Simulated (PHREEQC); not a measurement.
Dissolve 0.89 mol KCl, 0.036 mol Na2SO4 and 0.65 mol LiCl per kg of water at 25 °C. Closed to the air; pH follows from the charge balance.

Equilibrium calculation in PHREEQC: Pitzer model, pitzer.dat.

Question: The ionic strength comes out as 1.65 mol/kgw. What activity coefficients do K+, Li+, Cl-, SO4-2, Na+ get?

Answer: K+ 0.67, Li+ 1.00, Cl- 0.58, SO4-2 0.046, Na+ 0.74. Single-ion values are on the MacInnes scale.

This is a speciation only: nothing precipitates in the calculation. Species that the database lacks are ignored.
